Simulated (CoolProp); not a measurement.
Model: reference Helmholtz-energy equation of state, Thol 2017, in CoolProp.

Problem. For decamethyltetrasiloxane (MD2M), give the phase and the density (kg/m³), isothermal compressibility (1/MPa) at 411.4 K and 101 kPa; 456.6 K and 101 kPa; 474.7 K and 101 kPa.

Solution. 
- 411.4 K and 101 kPa: liquid; density 733, isothermal compressibility 0.00456
- 456.6 K and 101 kPa: liquid; density 681, isothermal compressibility 0.00789
- 474.7 K and 101 kPa: gas; density 8.54, isothermal compressibility 10.7
